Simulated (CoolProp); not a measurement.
Vapour pressure (MPa) of C2F6 (R116): the reference equation beside estimates from Tc = 293.0 K, pc = 3.048 MPa, ω = 0.257.

The numbers come from the reference Helmholtz-energy equation of state, Lemmon 2006 in CoolProp. It is a short technical equation, of lower accuracy than the large ones.

```json
[
 {"T (K)": "188.9", "reference": "0.07186", "Lee-Kesler": "0.07117", "Redlich-Kwong": "0.1276", "Soave-Redlich-Kwong": "0.07135", "Peng-Robinson": "0.07194"},
 {"T (K)": "199.3", "reference": "0.1266", "Lee-Kesler": "0.1262", "Redlich-Kwong": "0.2080", "Soave-Redlich-Kwong": "0.1262", "Peng-Robinson": "0.1262"},
 {"T (K)": "209.7", "reference": "0.2091", "Lee-Kesler": "0.2094", "Redlich-Kwong": "0.3202", "Soave-Redlich-Kwong": "0.2093", "Peng-Robinson": "0.2081"},
 {"T (K)": "220", "reference": "0.3261", "Lee-Kesler": "0.3276", "Redlich-Kwong": "0.4686", "Soave-Redlich-Kwong": "0.3278", "Peng-Robinson": "0.3246"},
 {"T (K)": "230.4", "reference": "0.4887", "Lee-Kesler": "0.4913", "Redlich-Kwong": "0.6618", "Soave-Redlich-Kwong": "0.4930", "Peng-Robinson": "0.4870"},
 {"T (K)": "240.8", "reference": "0.7053", "Lee-Kesler": "0.7089", "Redlich-Kwong": "0.9044", "Soave-Redlich-Kwong": "0.7139", "Peng-Robinson": "0.7045"},
 {"T (K)": "251.2", "reference": "0.9863", "Lee-Kesler": "0.9903", "Redlich-Kwong": "1.202", "Soave-Redlich-Kwong": "1.001", "Peng-Robinson": "0.9878"},
 {"T (K)": "261.6", "reference": "1.343", "Lee-Kesler": "1.347", "Redlich-Kwong": "1.558", "Soave-Redlich-Kwong": "1.364", "Peng-Robinson": "1.349"},
 {"T (K)": "272", "reference": "1.789", "Lee-Kesler": "1.793", "Redlich-Kwong": "1.980", "Soave-Redlich-Kwong": "1.816", "Peng-Robinson": "1.800"},
 {"T (K)": "282.4", "reference": "2.341", "Lee-Kesler": "2.346", "Redlich-Kwong": "2.470", "Soave-Redlich-Kwong": "2.368", "Peng-Robinson": "2.356"}
]
```

Absolute difference from the reference over all 10 rows, mean and median: Lee-Kesler 0.4 and 0.4 %, Redlich-Kwong 35.6 and 31.8 %, Soave-Redlich-Kwong 0.9 and 1.0 %, Peng-Robinson 0.4 and 0.4 %.
